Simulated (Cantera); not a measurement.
Abatement and gas-phase synthesis: HBr + O2

Input: 1 mol HBr, 0.31 mol O2, at 2625 °C.

Cantera equilibrium calculation (NASA polynomials, part measured and part estimated; ideal gas, pure solids and liquids). Candidate condensed phases: Br2, H2O; 12 gas species. The ideal-gas law is rough above about 30 bar. Kinetics and transport are ignored.

```json
[
 {"P (Pa)": "10", "log p Br": "-4.42", "log p H": "-4.42", "log p HBr": "-7.76", "log p H2O": "-8.98", "log p O": "-4.63", "log p Br2": "-11.18", "log p O2": "-7.05", "log p H2": "-6.96", "log p OH": "-6.96"},
 {"P (Pa)": "65", "log p Br": "-3.60", "log p H": "-3.62", "log p HBr": "-6.15", "log p H2O": "-6.59", "log p O": "-3.84", "log p Br2": "-9.55", "log p O2": "-5.47", "log p H2": "-5.36", "log p OH": "-5.37"},
 {"P (Pa)": "420", "log p Br": "-2.76", "log p H": "-2.89", "log p HBr": "-4.57", "log p H2O": "-4.41", "log p O": "-3.12", "log p Br2": "-7.87", "log p O2": "-4.04", "log p H2": "-3.89", "log p OH": "-3.92"},
 {"P (Pa)": "2700", "log p Br": "-1.89", "log p H": "-2.34", "log p HBr": "-3.16", "log p H2O": "-2.75", "log p O": "-2.57", "log p Br2": "-6.13", "log p O2": "-2.92", "log p H2": "-2.79", "log p OH": "-2.81"},
 {"P (Pa)": "17000", "log p Br": "-1.06", "log p H": "-1.98", "log p HBr": "-1.96", "log p H2O": "-1.59", "log p O": "-2.12", "log p Br2": "-4.46", "log p O2": "-2.03", "log p H2": "-2.08", "log p OH": "-2.01"},
 {"P (Pa)": "110000", "log p Br": "-0.25", "log p H": "-1.73", "log p HBr": "-0.90", "log p H2O": "-0.65", "log p O": "-1.68", "log p Br2": "-2.84", "log p O2": "-1.16", "log p H2": "-1.57", "log p OH": "-1.32"},
 {"P (Pa)": "720000", "log p Br": "0.54", "log p H": "-1.53", "log p HBr": "0.08", "log p H2O": "0.20", "log p O": "-1.23", "log p Br2": "-1.28", "log p O2": "-0.26", "log p H2": "-1.17", "log p OH": "-0.67"},
 {"P (Pa)": "4700000", "log p Br": "1.28", "log p H": "-1.34", "log p HBr": "1.01", "log p H2O": "1.02", "log p O": "-0.79", "log p Br2": "0.21", "log p O2": "0.63", "log p H2": "-0.80", "log p OH": "-0.04"},
 {"P (Pa)": "30000000", "log p Br": "1.93", "log p H": "-1.14", "log p HBr": "1.87", "log p H2O": "1.86", "log p O": "-0.36", "log p Br2": "1.51", "log p O2": "1.49", "log p H2": "-0.39", "log p OH": "0.60"}
]
```
log p: log10 of the partial pressure in bar; nothing condenses.

From 10.0 Pa to 300 bar nothing is condensed.
